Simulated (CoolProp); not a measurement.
Tetradecamethylhexasiloxane (MD4M) along the isobar 0.652 MPa: density (kg/m³) from the reference equation and from simpler models built on Tc = 653.2 K, pc = 0.8286 MPa, ω = 0.800; each cubic takes its own stable root.

The numbers come from the reference Helmholtz-energy equation of state, Thol 2019 in CoolProp.

```
T (K)   phase  reference
-----  ------  ---------
383.8  liquid      804.6
400.7  liquid      787.9
417.6  liquid      771.0
434.4  liquid      753.8
451.3  liquid      736.2
468.2  liquid      718.2
485    liquid      699.7
501.9  liquid      680.5
518.8  liquid      660.4
535.6  liquid      639.4
552.5  liquid      616.9
569.4  liquid      592.5
586.3  liquid      565.4
603.1  liquid      534.0
620    liquid      494.0
```

### Question
How far does each simpler model (Redlich-Kwong, Peng-Robinson) lie from the reference over these 15 states: mean and median of the absolute difference, and the worst?

### Answer
- Redlich-Kwong: mean 20.8 %, median 19.7 %, worst -26.8 % at 620 K and 0.652 MPa
- Peng-Robinson: mean 1.4 %, median 1.1 %, worst -5.5 % at 620 K and 0.652 MPa
